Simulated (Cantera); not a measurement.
Feed: 1 mol TiO2, a varied amount of CH4, 0.084 mol CO, at 1723.15 K and 13.3 mbar.

Method: chemical equilibrium by Gibbs-energy minimisation in Cantera with the NASA 1993 tables (ideal gas, pure condensed phases). Candidate condensed phases: C, C6H6, C7H8, C8H18, H2O, Ti, TiC, TiO, TiO2, Ti2O3, Ti3O5, Ti4O7; 113 gas species. Mutual solubility and eutectic melting of coexisting phases are not modelled. TiC: taken at fixed stoichiometry. Kinetics and transport are ignored.

Question: Which condensed phases are stable at each of these points (n(CH4) (mol)): 0.35, 0.44, 0.55, 0.69, 0.87, 1.1, 1.4, 1.7, 2.1, 2.7, 3.4, 4.2?

Answer: 
| n(CH4) (mol) | condensed phases | Ti condensed (%) |
|---|---|---|
| 0.35 | Ti2O3(s) + Ti3O5(s) | 100.0 |
| 0.44 | Ti2O3(s) + Ti3O5(s) | 100.0 |
| 0.55 | TiC(s) + Ti2O3(s) | 100.0 |
| 0.69 | TiC(s) + Ti2O3(s) | 100.0 |
| 0.87 | TiC(s) + Ti2O3(s) | 100.0 |
| 1.1 | TiC(s) + Ti2O3(s) | 100.0 |
| 1.4 | TiC(s) + Ti2O3(s) | 100.0 |
| 1.7 | TiC(s) + Ti2O3(s) | 100.0 |
| 2.1 | TiC(s) + Ti2O3(s) | 100.0 |
| 2.7 | TiC(s) + Ti2O3(s) | 100.0 |
| 3.4 | C(graphite) + TiC(s) | 100.0 |
| 4.2 | C(graphite) + TiC(s) | 100.0 |

From 0.35 mol CH4 to 0.44 mol CH4 the condensed part is Ti2O3(s) + Ti3O5(s). From 0.55 mol CH4 to 2.7 mol CH4 the condensed part is TiC(s) + Ti2O3(s). From 3.4 mol CH4 to 4.2 mol CH4 the condensed part is C(graphite) + TiC(s).
